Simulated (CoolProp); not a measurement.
Vapour-liquid equilibrium of ethylene (1) + n-butane (2) at 0.0835 MPa; x and y are mole fractions of (1).

The numbers come from the multi-fluid Helmholtz-energy mixture model, Smukala 2000 and Bücker 2006; pair parameters Bell 2016 in CoolProp.

| x | bubble temperature (°C) | y at the bubble point | dew temperature at overall composition x (°C) | liquid density (mol/L) |
|---|---|---|---|---|
| 0.05 | -47.1 | 0.867 | -6.8 | 11.40 |
| 0.125 | -68.5 | 0.969 | -8.8 | 12.17 |
| 0.2 | -77.3 | 0.985 | -11.0 | 12.76 |
| 0.275 | -82.6 | 0.991 | -13.4 | 13.32 |
| 0.35 | -86.5 | 0.994 | -15.9 | 13.90 |
| 0.425 | -89.9 | 0.996 | -18.7 | … |
| 0.5 | -92.9 | … | … | 15.14 |
| 0.575 | -95.7 | 0.998 | … | 15.82 |
| 0.65 | -98.2 | 0.999 | -29.3 | 16.54 |
| 0.725 | -100.6 | 0.999 | -34.0 | 17.30 |
| 0.8 | -102.7 | 1.000 | -40.0 | 18.10 |
| 0.875 | -104.5 | 1.000 | -48.1 | 18.94 |
| 0.95 | -106.1 | 1.000 | -62.1 | 19.81 |

### Question
What belongs in the gaps?

### Answer

- 0.425, liquid density (mol/L): 14.50
- 0.5, y at the bubble point: 0.997
- 0.5, dew temperature at overall composition x (°C): -21.8
- 0.575, dew temperature at overall composition x (°C): -25.3

No azeotrope shows between x = 0.05 and 0.95.

The pair parameters rest on a limited set of measurements; away from them the model extrapolates. The gap from Raoult's law changes sign with composition, which may be real or a fault of the pair parameters; it wasn't checked against measurements.
